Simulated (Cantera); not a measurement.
Input: 1 mol Si, 0.59 mol Cl₂, 11 mol H₂, equilibrated at 1330 Pa.

Equilibrium computed with Cantera from the NASA thermochemical tables; the gas is ideal and each condensed phase is pure. Candidate condensed phases: Si; 19 gas species. The numbers say what is thermodynamically allowed, not how fast it happens.

### Question
What share of the Si ends up in condensed phases as a function of T (°C), at 625, 700, 775, 850, 925, 1000, 1075, 1150, 1225, 1300, 1375?

### Answer
| T (°C) | Si condensed (%) | as |
|---|---|---|
| 625 | 71.1 | Si(s) |
| 700 | 73.5 | Si(s) |
| 775 | 76.6 | Si(s) |
| 850 | 79.6 | Si(s) |
| 925 | 81.5 | Si(s) |
| 1000 | 81.9 | Si(s) |
| 1075 | 81.7 | Si(s) |
| 1150 | 81.2 | Si(s) |
| 1225 | 80.7 | Si(s) |
| 1300 | 80.2 | Si(s) |
| 1375 | 79.7 | Si(s) |
